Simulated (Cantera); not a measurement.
A Cantera script and its output.

```python
import numpy as np
import cantera as ct

gas = ct.Solution("gri30.yaml")
gas.TPX = 1125, 100000, {'N2O': 1, 'N2': 0.17}
reactor = ct.IdealGasConstPressureReactor(gas, energy="off", clone=False)
net = ct.ReactorNet([reactor])
net.rtol, net.atol = 1e-08, 1e-18
show = ['N2O', 'NO', 'N2', 'O', 'O2', 'NO2']
times = np.geomspace(3e-05, 5, 9)

steps = ct.SolutionArray(gas, extra=["t"])
rows = []
print(f"{'t/s':>10s}{'T/K':>9s}{'P/Pa':>11s}" + "".join(f"{s:>11s}" for s in show))
for t in times:
    while net.time < t:
        t_next = net.step()
        steps.append(gas.state, t=t_next)
    rows.append([np.interp(t, steps.t, y) for y in (steps.T, steps.P, *steps(*show).X.T)])
    print(f"{t:10.3e}{rows[-1][0]:9.1f}{rows[-1][1]:11.4g}" + "".join(f"{x:11.3e}" for x in rows[-1][2:]))
rate = np.gradient(steps.T, steps.t)
print("integrator steps:", len(steps.t))
if steps.T.max() > steps.T[0] + 200:
    print(f"time of steepest temperature rise: {steps.t[rate.argmax()]:.4e} s")
gas.TPX = 1125, 100000, {'N2O': 1, 'N2': 0.17}
gas.equilibrate("TP")
print(f"equilibrium (TP): T = {gas.T:.1f} K  " + "  ".join(f"{s} {gas[s].X[0]:.3e}" for s in show))
```

Output:

```
       t/s      T/K       P/Pa        N2O         NO         N2          O         O2        NO2
 3.000e-05   1125.0      1e+05  8.547e-01  1.767e-07  1.453e-01  4.749e-07  1.065e-06  5.592e-13
 1.349e-04   1125.0      1e+05  8.547e-01  1.046e-06  1.453e-01  4.930e-07  6.301e-06  1.958e-11
 6.062e-04   1125.0      1e+05  8.546e-01  4.965e-06  1.454e-01  4.930e-07  2.991e-05  4.404e-10
 2.725e-03   1125.0      1e+05  8.543e-01  2.257e-05  1.456e-01  4.930e-07  1.360e-04  9.008e-09
 1.225e-02   1125.0      1e+05  8.528e-01  1.014e-04  1.465e-01  4.927e-07  6.121e-04  1.689e-07
 5.505e-02   1125.0      1e+05  8.462e-01  4.516e-04  1.506e-01  4.913e-07  2.737e-03  2.537e-06
 2.475e-01   1125.0      1e+05  8.176e-01  1.960e-03  1.684e-01  4.831e-07  1.198e-02  2.101e-05
 1.112e+00   1125.0      1e+05  7.057e-01  7.722e-03  2.382e-01  4.480e-07  4.825e-02  9.660e-05
 5.000e+00   1125.0      1e+05  4.043e-01  2.172e-02  4.270e-01  3.286e-07  1.467e-01  2.819e-04
integrator steps: 620
equilibrium (TP): T = 1125.0 K  N2O 8.351e-09  NO 1.202e-04  N2 7.005e-01  O 2.542e-09  O2 2.993e-01  NO2 3.552e-06
```

Cantera simulation using GRI-Mech 3.0 (53 species, 325 reactions); the numbers are that mechanism's predictions, not measurements. GRI-Mech 3.0 was tuned for natural gas; its chemistry of N2O as a main component is partial and can be far from experiment. The mechanism lacks the step 2 NO + O2 → 2 NO2, which can matter for NO2 below about 1400 K. The temperature is held fixed by assumption; the heat of reaction is taken as removed at once.
